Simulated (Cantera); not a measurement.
# Equilibrium for silicon nitride deposition: SiH₄ + N₂ + H₂

Input: 1 mol SiH₄, 1.6 mol N₂, 0.75 mol H₂, held at 1498.15 K and 0.188 Torr.

Equilibrium computed with Cantera from the NASA thermochemical tables; the gas is ideal and each condensed phase is pure. Candidate condensed phases: Si, Si₃N₄; 18 gas species. N₂ is the only nitrogen source here; it is nearly inert below about 1500 K, so the nitride shown seldom forms there in practice. The numbers say what is thermodynamically allowed, not how fast it happens.

```
Item                                  Value
--------------------------------  ---------
x(H₂)                                 0.746
x(N₂)                                 0.253
x(H)                               0.000940
x(Si)                               3.24e-5
x(SiH)                              1.43e-6
n(Si₃N₄(s))                       0.333 mol
gas amount                        3.685 mol
log10 activity of Si(s) (absent)      -0.09
```
